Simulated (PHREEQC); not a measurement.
Dissolve 0.075 mol HF and 0.0001 mol KF per kg of water at 75 °C. Closed to the air; pH follows from the charge balance.

Model: ion-association model, phreeqc.dat, run in PHREEQC.

No solid was allowed to form.

Question: Order these F species by the share of F that they hold, largest first: F-, HF, HF2-.

Answer: HF (92 %), F- (5.3 %), HF2- (3.2 %)

The pH is 2.33 and the ionic strength 0.00518 mol/kgw. Complexes and solids missing from the database can't appear. At this temperature some constants are extrapolated from 25 °C, and those without enthalpy data are left unchanged.
